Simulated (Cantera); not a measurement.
A perfectly stirred reactor is fed with H2 : O2 : N2 = 1.4 : 1 : 7.5 (molar parts), equivalence ratio 0.70, at 0.132 atm; it is held at 1375 K, and followed from long to short residence time.

Cantera simulation using the H2/O2 subset of GRI-Mech 3.0, which has no nitrogen chemistry; the numbers are that mechanism's predictions, not measurements. The temperature is held fixed by assumption; the heat of reaction is taken as removed at once.

Question: What does this change do: temperature 1375 to 925 K?

Answer: 
| quantity | before | after |
|---|---|---|
| x(H2) at τ = 9.20 s | 0.000128 | 0.000640 |
| x(O2) at τ = 9.20 s | 0.0325 | 0.0329 |
| x(H2O) at τ = 9.20 s | 0.152 | 0.151 |
| x(H) at τ = 9.20 s | 1.66e-5 | 5.89e-6 |
| x(OH) at τ = 9.20 s | 0.000385 | 1.63e-5 |
| x(H2) at τ = 60.0 ms | 0.00333 | 0.00869 |
| x(O2) at τ = 60.0 ms | 0.0335 | 0.0368 |
| x(H2O) at τ = 60.0 ms | 0.146 | 0.142 |
| x(H) at τ = 60.0 ms | 0.00234 | 0.000770 |
| x(OH) at τ = 60.0 ms | 0.00201 | 0.000165 |
Radical loss at walls, strong at low pressure, is not modelled. Below about 950 K walls govern HO2 and H2O2 in real vessels.

Question: What does this change do: temperature 1375 to 1000 K?

Answer: 
```
quantity                 before     after
---------------------  --------  --------
x(H2) at τ = 9.20 s    0.000128  0.000221
x(O2) at τ = 9.20 s      0.0325    0.0327
x(H2O) at τ = 9.20 s      0.152     0.152
x(H) at τ = 9.20 s      1.66e-5   7.38e-6
x(OH) at τ = 9.20 s    0.000385   4.69e-5
x(H2) at τ = 60.0 ms    0.00333   0.00460
x(O2) at τ = 60.0 ms     0.0335    0.0348
x(H2O) at τ = 60.0 ms     0.146     0.146
x(H) at τ = 60.0 ms     0.00234   0.00102
x(OH) at τ = 60.0 ms    0.00201  0.000313
```
Radical loss at walls, strong at low pressure, is not modelled.
